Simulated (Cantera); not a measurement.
## Equilibrium for silicon oxide and oxynitride deposition: Si2H6 + O3 + H2 + H2O

A closed system holds: 1 mol Si2H6, 0.73 mol O3, 1.5 mol H2, 22 mol H2O, at 1577 °C and 49.0 mbar.

Cantera equilibrium calculation (NASA polynomials, part measured and part estimated; ideal gas, pure solids and liquids). Candidate condensed phases: H2O, Si, SiO2; 18 gas species. The feed counts by its element totals alone. The tables hold silica as quartz up to 1696 K and as liquid above; real silica turns to tridymite and cristobalite and melts near 1996 K. Gases not in the tables: Si(OH)4. Kinetics and transport are ignored.

```yaml
x(H2O): 0.761
x(H2): 0.237
x(H): 0.00119
x(OH): 0.000281
x(SiO): 3.60e-5
x(O2): 1.51e-6
x(O): 1.07e-6
n(SiO2(condensed)): 2.00 mol
gas_amount: 26.52 mol
log10 activity of Si(l) (absent): -9.24
```
